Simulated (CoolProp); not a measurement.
R245fa at several states: density (kg/m³) from the reference equation and from simpler models built on Tc = 427.0 K, pc = 36.51 bar, ω = 0.378; each cubic takes its own stable root.

Values from CoolProp's reference Helmholtz-energy equation of state, Akasaka 2015.

```json
[
 {"T (K)": "307", "p (bar)": "1.9", "phase": "gas", "reference": "___", "Redlich-Kwong": "___", "Soave-Redlich-Kwong": "___"},
 {"T (K)": "211.8", "p (bar)": "106", "phase": "liquid", "reference": "___", "Redlich-Kwong": "___", "Soave-Redlich-Kwong": "___"},
 {"T (K)": "279.2", "p (bar)": "0.12", "phase": "gas", "reference": "0.6967", "Redlich-Kwong": "0.6955", "Soave-Redlich-Kwong": "0.6959"},
 {"T (K)": "361", "p (bar)": "0.126", "phase": "gas", "reference": "0.5639", "Redlich-Kwong": "0.5638", "Soave-Redlich-Kwong": "0.5639"}
]
```

Question: What belongs in the gaps?

Answer: 
- 307, reference: 10.66
- 307, Redlich-Kwong: 10.46
- 307, Soave-Redlich-Kwong: 10.55
- 211.8, reference: 1565
- 211.8, Redlich-Kwong: 1368
- 211.8, Soave-Redlich-Kwong: 1406
